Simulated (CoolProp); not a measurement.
Model: reference Helmholtz-energy equation of state, Lemmon 2009, in CoolProp.

Problem. For propane, give the phase and the density (kg/m³), cp (kJ/(kg K)), expansivity (1/kK), Prandtl number at 181.1 K and 0.717 MPa.

Solution. 
- 181.1 K and 0.717 MPa: liquid; density 636, cp 2.07, expansivity 1.64, Prandtl number 4.89

Viscosity comes from a separate model (Vogel 1998). Thermal conductivity comes from a separate model (Marsh 2002).
